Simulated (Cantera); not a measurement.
## SiC + H₂ + C (sublimation and decomposition of ceramics)

Charge: 1 mol SiC, 0.065 mol H₂, 0.0055 mol C, equilibrated at 1650 K.

Cantera equilibrium calculation (NASA polynomials, part measured and part estimated; ideal gas, pure solids and liquids). Candidate condensed phases: C, C₆H₆, C₇H₈, C₈H₁₈, Si, SiC; 87 gas species. The numbers say what is thermodynamically allowed, not how fast it happens.

```csv
P (Pa),x H₂,x H,x CH₄,x Si,x C₂H₂ (acetylene),x C₂H₄,x CH₃,x SiH,n C(graphite),n SiC(s)
1,0.971,0.0283,1.25e-8,0.000333,4.43e-5,3.13e-11,7.44e-9,1.89e-6,0.00552,1.000
10,0.991,0.00904,1.30e-7,3.33e-5,4.52e-5,3.26e-10,2.42e-8,6.05e-7,0.00550,1.000
100,0.997,0.00287,1.32e-6,3.33e-6,4.55e-5,3.30e-9,7.74e-8,1.92e-7,0.00549,1.00
1000,0.999,0.000908,1.33e-5,3.33e-7,4.56e-5,3.31e-8,2.45e-7,6.07e-8,0.00549,1.00
10000,1.000,0.000287,0.000133,3.33e-8,4.56e-5,3.32e-7,7.77e-7,1.92e-8,0.00549,1.00
100000,0.999,9.08e-5,0.00133,3.33e-9,4.55e-5,3.31e-6,2.45e-6,6.07e-9,0.00541,1.00
1000000,0.987,2.85e-5,0.0129,3.33e-10,4.50e-5,3.23e-5,7.62e-6,1.91e-9,0.00466,1.00
```
x: gas mole fraction; n: condensed amount in mol.

From 0.00750 Torr to 7500 Torr the condensed part is C(graphite) + SiC(s). The main Si-bearing gas is Si at 0.00750 Torr and SiH₄ at 7500 Torr.
